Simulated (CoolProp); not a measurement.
A simple Rankine cycle with n-butane: condensing at 298.15 K, boiler at 1.1 MPa, turbine inlet 372 K, turbine efficiency 0.7, pump efficiency 0.8, no recuperator. Each further row changes one setting.

Model: reference Helmholtz-energy equation of state, Bücker 2006, in CoolProp.

```
case                             thermal efficiency (%)  net work (kJ/kg)  heat in (kJ/kg)  turbine exit temperature (K)  volume ratio over the turbine
-------------------------------  ----------------------  ----------------  ---------------  ----------------------------  -----------------------------
as stated                                    (withheld)              45.0              475                         335.2                           4.72
turbine inlet 392 K                          (withheld)        (withheld)       (withheld)                         356.8                           4.62
condensing temperature 290.15 K                    10.7              52.7              495                    (withheld)                           6.07
boiler pressure 0.77 MPa                            7.5              36.5              487                         345.8                           3.19
turbine efficiency 0.6                       (withheld)        (withheld)              475                         338.7                     (withheld)
```

Fill in the missing entries.


- as stated, thermal efficiency (%): 9.5
- turbine inlet 392 K, thermal efficiency (%): 9.4
- turbine inlet 392 K, net work (kJ/kg): 49.0
- turbine inlet 392 K, heat in (kJ/kg): 521
- condensing temperature 290.15 K, turbine exit temperature (K): 330.1
- turbine efficiency 0.6, thermal efficiency (%): 8.1
- turbine efficiency 0.6, net work (kJ/kg): 38.3
- turbine efficiency 0.6, volume ratio over the turbine: 4.78
